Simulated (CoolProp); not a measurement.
Saturation properties of n-heptane.

The numbers come from the reference Helmholtz-energy equation of state, Span 2003 in CoolProp. It is a short technical equation, of lower accuracy than the large ones.

```json
[
 {"T (°C)": "28.25", "p (MPa)": "0.007147", "liquid density (kg/m³)": "676.8", "vapour density (kg/m³)": "0.2881", "enthalpy of vaporisation (kJ/kg)": "363.1", "vapour viscosity (µPa s)": "5.92"},
 {"T (°C)": "47.35", "p (MPa)": "0.01691", "liquid density (kg/m³)": "660.4", "vapour density (kg/m³)": "…", "enthalpy of vaporisation (kJ/kg)": "…", "vapour viscosity (µPa s)": "6.27"},
 {"T (°C)": "66.45", "p (MPa)": "0.03566", "liquid density (kg/m³)": "…", "vapour density (kg/m³)": "1.298", "enthalpy of vaporisation (kJ/kg)": "338.8", "vapour viscosity (µPa s)": "6.62"},
 {"T (°C)": "85.45", "p (MPa)": "…", "liquid density (kg/m³)": "626.3", "vapour density (kg/m³)": "2.387", "enthalpy of vaporisation (kJ/kg)": "326.0", "vapour viscosity (µPa s)": "6.97"},
 {"T (°C)": "104.55", "p (MPa)": "0.1210", "liquid density (kg/m³)": "608.3", "vapour density (kg/m³)": "4.109", "enthalpy of vaporisation (kJ/kg)": "312.4", "vapour viscosity (µPa s)": "7.33"},
 {"T (°C)": "123.65", "p (MPa)": "0.2015", "liquid density (kg/m³)": "589.3", "vapour density (kg/m³)": "6.691", "enthalpy of vaporisation (kJ/kg)": "297.7", "vapour viscosity (µPa s)": "7.71"},
 {"T (°C)": "142.65", "p (MPa)": "0.3172", "liquid density (kg/m³)": "569.2", "vapour density (kg/m³)": "10.41", "enthalpy of vaporisation (kJ/kg)": "281.7", "vapour viscosity (µPa s)": "8.11"},
 {"T (°C)": "161.75", "p (MPa)": "0.4787", "liquid density (kg/m³)": "547.4", "vapour density (kg/m³)": "15.71", "enthalpy of vaporisation (kJ/kg)": "263.9", "vapour viscosity (µPa s)": "8.58"},
 {"T (°C)": "180.85", "p (MPa)": "0.6957", "liquid density (kg/m³)": "523.4", "vapour density (kg/m³)": "23.16", "enthalpy of vaporisation (kJ/kg)": "243.7", "vapour viscosity (µPa s)": "…"}
]
```

Fill in the missing entries.


- 47.35, vapour density (kg/m³): 0.6457
- 47.35, enthalpy of vaporisation (kJ/kg): 351.1
- 66.45, liquid density (kg/m³): 643.6
- 85.45, p (MPa): 0.06817
- 180.85, vapour viscosity (µPa s): 9.17

It boils at 98.4 °C under 1 atm.

Viscosity comes from a separate model (Michailidou 2014).
